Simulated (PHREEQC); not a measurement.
Consider water at 20 °C with 0.028 mol/kgw K2CO3, 0.00043 mol/kgw H4SiO4 and 0.00068 mol/kgw H3BO3. Closed to the air; pH follows from the charge balance.

Equilibrium calculation in PHREEQC: Pitzer model, pitzer.dat.

No solid was allowed to form.

Task: Order these Si species by the share of Si that they hold, largest first: H3SiO4-, H2SiO4-2, H4SiO4.

Result: H3SiO4- (94 %), H4SiO4 (4.2 %), H2SiO4-2 (1.4 %)

The pH is 11.15 and the ionic strength 0.0817 mol/kgw.
